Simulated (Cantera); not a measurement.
A Cantera script and what it prints.

```python
import numpy as np
import cantera as ct

gas_names = """
    H HNO HNO2 HNO3 HO2 H2 H2O H2O2 N NH NH2 NH3 NH2OH NO NO2 NO3 N2 N2H2 N2H4 N2O O OH O2 O3 V VN VO
    VO2
""".split()
cond_names = """
    H2O(s) H2O(L) V(cr) V(L) VN(s) VO(s) VO(L) V2O3(s) V2O3(L) V2O4(I) V2O4(II) V2O4(L) V2O5(s) V2O5(L)
""".split()


# ... load() reads the species with a 1 bar reference pressure and builds the phases ...
atoms = {
    'V2O3': {'V': 2, 'O': 3},
    'H2': {'H': 2},
    'N2': {'N': 2},
}
top_T = {'VN(s)': 2300}  # K; cautious upper limits of use, not melting points


# ... equilibrate(T, P, feed) seeds the gas with the atoms and calls Mixture.equilibrate('TP', solver="vcs", rtol=1e-11, max_steps=5000) ...
results = []
T = 1325  # K
P = 840000  # Pa
for m in [5.5, 13, 33, 80, 200, 480, 1200, 2800]:
    feed = {'V2O3': 1, 'H2': m, 'N2': 3.5}  # mol
    mix = equilibrate(T, P, feed)
    results.append((T, P, feed, dict(zip(mix.species_names, mix.species_moles))))

top = {s: max(r[3][s] / sum(r[3][g] for g in gas_names) for r in results) for s in gas_names}
cols = sorted((s for s in top if top[s] > 1e-06), key=lambda s: -top[s])[:5]
seen = [c for c in cond_names if any(r[3].get(c, 0) > 1e-12 for r in results)]
print("log10 of partial pressures in bar; condensed amounts in mol")
print(f"{'n(H2)':>10s}" + "".join(f"{s[:9]:>10s}" for s in cols + seen))
for T, P, feed, n in results:
    ng = sum(n[g] for g in gas_names)
    print(f"{feed['H2']:10.4g}" + "".join(f"{np.log10(max(n[s] / ng * P / 1e5, 1e-99)):10.3f}" for s in cols)
          + "".join(f"{n.get(c, 0):10.4g}" for c in seen))
```

Result:

```
log10 of partial pressures in bar; condensed amounts in mol
     n(H2)        H2        N2       H2O       NH3     VN(s)   V2O3(s)
       5.5     0.705     0.512    -1.118    -2.635   0.05422    0.9729
        13     0.817     0.246    -1.095    -2.601    0.1047    0.9476
        33     0.878    -0.106    -1.152    -2.686    0.2036    0.8982
        80     0.904    -0.477    -1.249    -2.832    0.3722    0.8139
       200     0.915    -0.886    -1.374    -3.019    0.6814    0.6593
       480     0.920    -1.299    -1.507    -3.219     1.192    0.4038
      1200     0.922    -1.762    -1.679    -3.447         2         0
      2800     0.923    -2.132    -2.046    -3.630         2         0
```

Equilibrium computed with Cantera from the NASA thermochemical tables; the gas is ideal and each condensed phase is pure. Mutual solubility and eutectic melting of coexisting phases are not modelled. VN: taken at fixed stoichiometry. Condensed phases not in the tables: the oxides between V2O3 and V2O5 other than VO2, V2N.
